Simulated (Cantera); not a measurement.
A closed system holds: 1 mol Cu2O, 2300 mol H2, equilibrated at 525 °C and 15000 Pa.

Method: chemical equilibrium by Gibbs-energy minimisation in Cantera with the NASA 1993 tables (ideal gas, pure condensed phases). Candidate condensed phases: Cu, CuO, Cu(OH)2, Cu2O, H2O; 12 gas species. Rates play no part.

Base state: H2 1.000, H2O 0.000435 (mole fractions); condensed: Cu(s).

Problem. What changes in the equilibrium state with this change: temperature from 525 °C to 1627 °C?

Solution. 
| species | before | after |
|---|---|---|
| H2 | 1.000 | 0.997 |
| H | <1e-9 | 0.00205 |
| Cu | <1e-9 | 0.000868 |
| H2O | 0.000435 | 0.000434 |
| Cu(s), mol | 2.00 | 0 |
